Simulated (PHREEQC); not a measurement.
Make-up at 30 °C: 0.0086 mol/kgw HNO3, 0.11 mol/kgw FeCl3 and 0.034 mol/kgw CuCl2. Closed to the air; pH follows from the charge balance.

Equilibrium calculation in PHREEQC: ion-association model, wateq4f.dat.

Q: The ionic strength comes out as 0.492 mol/kgw. What activity coefficients do NO3-, Fe2(OH)2+4, Fe3(OH)4+5, FeOH+2, FeCl+2 get?

A: NO3- 0.61, Fe2(OH)2+4 0.0066, Fe3(OH)4+5 0.00039, FeOH+2 0.21, FeCl+2 0.21.

Precipitation was switched off in this run. Saturation is exceeded, for instance for Hematite (slow to form), Goethite (slow to form); the values hold only as long as no solid forms. Species that the database lacks are ignored.
